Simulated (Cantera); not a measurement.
A Cantera script and what it prints.

```python
import numpy as np
import cantera as ct

gas_names = """
    H HO2 H2 H2O H2O2 O OH O2 O3 Zr ZrO ZrO2
""".split()
cond_names = """
    H2O(s) H2O(L) Zr(a) Zr(b) Zr(L) ZrO2(a) ZrO2(b) ZrO2(L)
""".split()


def load(file, names, dense=False):
    # The tables refer to 1 bar. Condensed volumes are neglected.
    table = {s.name: s for s in ct.Species.list_from_file(file)}
    out = []
    for n in names:
        d = dict(table[n].input_data)
        d["thermo"] = dict(d["thermo"], **{"reference-pressure": 1e5})
        if dense:
            d["equation-of-state"] = {"model": "constant-volume", "density": "1e6 g/cm^3"}
        out.append(ct.Species.from_dict(d))
    return out


gas = ct.Solution(thermo="ideal-gas", species=load("nasa_gas.yaml", gas_names))
cond = {s.name: ct.Solution(thermo="fixed-stoichiometry", species=[s], name=s.name)
        for s in load("nasa_condensed.yaml", cond_names, dense=True)}
atoms = {
    'Zr': {'Zr': 1},
    'H2O': {'H': 2, 'O': 1},
    'H2': {'H': 2},
}
top_T = {}  # K; cautious upper limits of use, not melting points


def equilibrate(T, P, feed):
    n = {}
    for name, mol in feed.items():
        for a, k in atoms[name].items():
            n[a] = n.get(a, 0.0) + k * mol
    gas.TPX = T, P, n
    mass = sum(n.values()) * gas.mean_molecular_weight
    gas.equilibrate("TP")
    valid = [c for c in cond.values() if c.min_temp <= T <= top_T.get(c.name, c.max_temp)]
    mix = ct.Mixture([(gas, mass / gas.mean_molecular_weight)] + [(c, 0.0) for c in valid])
    mix.T, mix.P = T, P
    mix.equilibrate("TP", solver="vcs", rtol=1e-11, max_steps=5000)
    return mix


results = []
feed = {'Zr': 1, 'H2O': 3.9, 'H2': 2.5}  # mol
T = 2123  # K
for P in [0.1, 0.6, 3.6, 22, 130, 770, 4600, 28000, 170000, 1000000]:
    mix = equilibrate(T, P, feed)
    results.append((T, P, feed, dict(zip(mix.species_names, mix.species_moles))))

top = {s: max(r[3][s] / sum(r[3][g] for g in gas_names) for r in results) for s in gas_names}
cols = sorted((s for s in top if top[s] > 1e-06), key=lambda s: -top[s])[:8]
seen = [c for c in cond_names if any(r[3].get(c, 0) > 1e-12 for r in results)]
print("log10 of partial pressures in bar; condensed amounts in mol")
print(f"{'P/Pa':>10s}" + "".join(f"{s[:9]:>10s}" for s in cols + seen))
for T, P, feed, n in results:
    ng = sum(n[g] for g in gas_names)
    print(f"{P:10.4g}" + "".join(f"{np.log10(max(n[s] / ng * P / 1e5, 1e-99)):10.3f}" for s in cols)
          + "".join(f"{n.get(c, 0):10.4g}" for c in seen))
```

Result:

```
log10 of partial pressures in bar; condensed amounts in mol
      P/Pa         H        H2       H2O         O        OH        O2      ZrO2       ZrO   ZrO2(b)
       0.1    -6.089    -7.289    -8.284    -6.943    -7.993    -8.310    -9.309   -10.898    0.9931
       0.6    -5.415    -5.939    -6.405    -6.414    -6.789    -7.251    -9.309   -11.428    0.9991
       3.6    -4.869    -4.847    -5.167    -6.267    -6.096    -6.959    -9.309   -11.574    0.9999
        22    -4.403    -3.915    -4.252    -6.285    -5.648    -6.993    -9.309   -11.557         1
       130    -3.986    -3.082    -3.440    -6.305    -5.252    -7.034    -9.309   -11.537         1
       770    -3.587    -2.284    -2.652    -6.315    -4.862    -7.053    -9.309   -11.527         1
      4600    -3.194    -1.498    -1.869    -6.319    -4.473    -7.062    -9.309   -11.523         1
   2.8e+04    -2.800    -0.709    -1.082    -6.321    -4.081    -7.065    -9.309   -11.521         1
   1.7e+05    -2.407     0.076    -0.298    -6.321    -3.689    -7.067    -9.309   -11.520         1
     1e+06    -2.022     0.847     0.472    -6.322    -3.304    -7.067    -9.309   -11.520         1
```

Method: chemical equilibrium by Gibbs-energy minimisation in Cantera with the NASA 1993 tables (ideal gas, pure condensed phases).
